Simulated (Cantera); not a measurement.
Input (Python, Cantera) and output of one run.

```python
import numpy as np
import cantera as ct

gas_names = """
    H H2 Si SiH SiH2 SiH3 SiH4 Si2 Si3
""".split()
cond_names = """
    Si(cr) Si(L)
""".split()


# ... load() reads the species with a 1 bar reference pressure and builds the phases ...
atoms = {
    'SiH4': {'Si': 1, 'H': 4},
    'H2': {'H': 2},
}
top_T = {}  # K; cautious upper limits of use, not melting points


# ... equilibrate(T, P, feed) seeds the gas with the atoms and calls Mixture.equilibrate('TP', solver="vcs", rtol=1e-11, max_steps=5000) ...
results = []
P = 3100  # Pa
for T in [1075, 1225, 1375, 1525, 1675, 1825, 1975, 2125, 2275]:
    for m in [9.4, 18, 34, 65, 120, 230, 450, 850, 1600]:
        feed = {'SiH4': 1, 'H2': m}  # mol
        mix = equilibrate(T, P, feed)
        results.append((T, P, feed, dict(zip(mix.species_names, mix.species_moles))))

for T, P, feed, n in results:
    print(f"{T:7g} {feed['H2']:10.4g}  " + (" + ".join(c for c in cond_names if n.get(c, 0) > 1e-12) or "gas only"))
```

Output:

```
   1075        9.4  Si(cr)
   1075         18  Si(cr)
   1075         34  Si(cr)
   1075         65  Si(cr)
   1075        120  Si(cr)
   1075        230  Si(cr)
   1075        450  Si(cr)
   1075        850  Si(cr)
   1075       1600  Si(cr)
   1225        9.4  Si(cr)
   1225         18  Si(cr)
   1225         34  Si(cr)
   1225         65  Si(cr)
   1225        120  Si(cr)
   1225        230  Si(cr)
   1225        450  Si(cr)
   1225        850  Si(cr)
   1225       1600  Si(cr)
   1375        9.4  Si(cr)
   1375         18  Si(cr)
   1375         34  Si(cr)
   1375         65  Si(cr)
   1375        120  Si(cr)
   1375        230  Si(cr)
   1375        450  Si(cr)
   1375        850  Si(cr)
   1375       1600  Si(cr)
   1525        9.4  Si(cr)
   1525         18  Si(cr)
   1525         34  Si(cr)
   1525         65  Si(cr)
   1525        120  Si(cr)
   1525        230  Si(cr)
   1525        450  Si(cr)
   1525        850  Si(cr)
   1525       1600  Si(cr)
   1675        9.4  Si(cr)
   1675         18  Si(cr)
   1675         34  Si(cr)
   1675         65  Si(cr)
   1675        120  Si(cr)
   1675        230  Si(cr)
   1675        450  Si(cr)
   1675        850  Si(cr)
   1675       1600  Si(cr)
   1825        9.4  Si(L)
   1825         18  Si(L)
   1825         34  Si(L)
   1825         65  Si(L)
   1825        120  Si(L)
   1825        230  Si(L)
   1825        450  Si(L)
   1825        850  Si(L)
   1825       1600  Si(L)
   1975        9.4  Si(L)
   1975         18  Si(L)
   1975         34  Si(L)
   1975         65  Si(L)
   1975        120  Si(L)
   1975        230  Si(L)
   1975        450  Si(L)
   1975        850  gas only
   1975       1600  gas only
   2125        9.4  Si(L)
   2125         18  Si(L)
   2125         34  Si(L)
   2125         65  Si(L)
   2125        120  Si(L)
   2125        230  gas only
   2125        450  gas only
   2125        850  gas only
   2125       1600  gas only
   2275        9.4  Si(L)
   2275         18  Si(L)
   2275         34  gas only
   2275         65  gas only
   2275        120  gas only
   2275        230  gas only
   2275        450  gas only
   2275        850  gas only
   2275       1600  gas only
```

Cantera equilibrium calculation (NASA polynomials, part measured and part estimated; ideal gas, pure solids and liquids).
